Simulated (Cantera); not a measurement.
**Chlorosilane synthesis and conversion: Si + HCl + H₂**

Feed: 1 mol Si, 1 mol HCl, 7.3 mol H₂, equilibrated at 1673 K and 0.400 bar.

Method: chemical equilibrium by Gibbs-energy minimisation in Cantera with the NASA 1993 tables (ideal gas, pure condensed phases). Candidate condensed phases: Si; 19 gas species. The tables' values for SiCl₃ are old estimates; treat these amounts as uncertain. Equilibrium is a limit: real reactors are often held back by kinetics, nucleation or transport.

```yaml
x(H₂): 0.903
x(HCl): 0.0735
x(SiCl₂): 0.0215
x(SiCl₃): 0.000970
x(SiHCl₃): 0.000201
x(H): 0.000171
x(SiCl₄): 9.13e-5
x(SiH₂Cl₂): 7.66e-5
x(Cl): 1.09e-5
n(Si(s)): 0.810 mol
gas_amount: 8.294 mol
```
